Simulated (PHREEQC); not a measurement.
# Metal-bearing waste water

Make-up at 25 °C: 0.075 mol ZnSO4, 0.036 mol ZnCl2, 0.00012 mol NaHCO3 and 0.00018 mol Na2SO4 per kg of water. Closed to the air; pH follows from the charge balance.

Computed with PHREEQC (ion-association model, phreeqc.dat).

Precipitation was switched off in this run.

Problem. What pH, density, ionic strength does the model give?

Solution. pH 5.90; density 1.013 g/cm³; ionic strength 0.243 mol/kgw.

Problem. In which forms is S present?

Solution. ZnSO4 43 %, SO4-2 38 %, Zn(SO4)2-2 19 % of the S.

Species that the database lacks are ignored.
